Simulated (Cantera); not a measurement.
**Low-pressure radical oxidation in H2/O2**

An isothermal, constant-pressure homogeneous reactor starts with H2 : O2 : N2 = 0.19 : 1 : 1.7 (molar parts), equivalence ratio 0.095, at 1050 K and 3.08 Torr.

Computed with Cantera and the H2/O2 subset of GRI-Mech 3.0, which has no nitrogen chemistry. Radical loss at walls, strong at low pressure, is not modelled. The temperature is held fixed by assumption; the heat of reaction is taken as removed at once.

| t (s) | x H2 | x O2 | x HO2 | x H | x H2O2 |
|---|---|---|---|---|---|
| 0.000200 | 0.0657 | 0.346 | 4.99e-11 | 4.62e-11 | <1e-12 |
| 0.000659 | 0.0657 | 0.346 | 1.65e-10 | 1.53e-10 | <1e-12 |
| 0.00217 | 0.0657 | 0.346 | 5.45e-10 | 9.06e-10 | <1e-12 |
| 0.00717 | 0.0657 | 0.346 | 2.09e-9 | 7.76e-8 | 2.50e-12 |
| 0.0236 | 0.0258 | 0.325 | 8.73e-7 | 0.0188 | 5.04e-8 |
| 0.0779 | 0.00206 | 0.311 | 9.31e-7 | 0.0200 | 1.76e-8 |
| 0.257 | 0.00132 | 0.316 | 9.34e-7 | 0.00915 | 2.26e-8 |
| 0.847 | 0.000323 | 0.322 | 7.49e-7 | 0.00101 | 2.97e-8 |
| 2.79 | 2.77e-5 | 0.324 | 2.75e-7 | 2.50e-5 | 2.17e-8 |
| 9.20 | 2.50e-6 | 0.324 | 4.94e-8 | 6.93e-7 | 8.16e-9 |
| 30.3 | 3.59e-7 | 0.324 | 9.04e-9 | 3.88e-8 | 2.58e-9 |
| 100 | 7.22e-8 | 0.324 | 2.06e-9 | 3.57e-9 | 8.03e-10 |
x: mole fraction; the columns are a selection and need not sum to one.

Equilibrium at this temperature and pressure: H2 6.79e-10, O2 0.324, HO2 5.76e-10, H 3.32e-12, H2O2 1.28e-11 (gas phase only).
